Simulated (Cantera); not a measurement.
Input: 1 mol Al(CH3)3, 0.33 mol O2, 85 mol N2, equilibrated at 66.0 Pa.

Equilibrium computed with Cantera from the NASA thermochemical tables; the gas is ideal and each condensed phase is pure. Candidate condensed phases: Al, AlN, Al2O3, C, C6H6, C7H8, C8H18, H2O; 148 gas species. The feed counts by its element totals alone. Mutual solubility and eutectic melting of coexisting phases are not modelled. Rates play no part.

Over these rows the condensed part is AlN(s) + Al2O3(s) + C(graphite). Partial pressures as log10 of bar:

```tsv
T (K)	1000/T (1/K)	log p CO	log p N2	log p H2
925	1.0811	-7.92	-3.20	-4.48
950	1.0526	?	-3.20	-4.48
975	1.0256	-7.24	-3.20	-4.48
1000	1.0000	-6.93	-3.20	-4.48
1025	0.9756	-6.64	-3.20	-4.48
1050	0.9524	-6.35	-3.20	-4.48
```

Task: Fit log p(CO) = a + b·(1000/T) to the five rows, give the apparent enthalpy, and predict the row at 950 K.

Result: Means: 1000/T = 1.0069, log p = -7.016. Sxy = -0.119925, Sxx = 0.0098529, so b = -12.17 and a = -7.016 − (-12.17)×1.0069 = 5.24.
Apparent enthalpy: −19.145 × (-12.17) = 233 kJ/mol. With the condensed phases at unit activity, 1/3 Al2O3(s) + C(graphite) + 1/3 N2(g) = CO(g) + 2/3 AlN(s) links this pressure to the main gases: over the six rows their terms move log p by +0.00 in all, so the slope is close to that reaction's ΔH°. The five rows lie within 0.01 of the line.
Prediction at 950 K: 5.24 + (-12.17)×1.0526 = -7.57. The computed value is -7.57, 0.00 from the line.
